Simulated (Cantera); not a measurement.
Feed: 1 mol TEOS, 2.7 mol NO, 0.91 mol H₂, 2.9 mol O₂, at 1252 °C and 7.50 Torr.

Cantera equilibrium calculation (NASA polynomials, part measured and part estimated; ideal gas, pure solids and liquids). Candidate condensed phases: C, C₆H₆, C₇H₈, C₈H₁₈, H₂O, Si, SiC, SiO₂, Si₂N₂O, Si₃N₄; 151 gas species. The feed counts by its element totals alone. The tables hold silica as quartz up to 1696 K and as liquid above; real silica turns to tridymite and cristobalite and melts near 1996 K. The numbers say what is thermodynamically allowed, not how fast it happens.

Base state: H₂ 0.444, CO 0.366, H₂O 0.0945, N₂ 0.0666, CO₂ 0.0289, H 0.000158 (mole fractions); condensed: SiO₂(β-quartz).

Q: What changes in the equilibrium state with this change: O₂ from 2.9 to 3.4 mol?

A: 
| species | before | after |
|---|---|---|
| H₂ | 0.444 | 0.408 |
| CO | 0.366 | 0.353 |
| H₂O | 0.0945 | 0.131 |
| CO₂ | 0.0289 | 0.0420 |
| N₂ | 0.0666 | 0.0666 |
| H | 0.000158 | 0.000151 |
| SiO₂(β-quartz), mol | 1.000 | 1.000 |
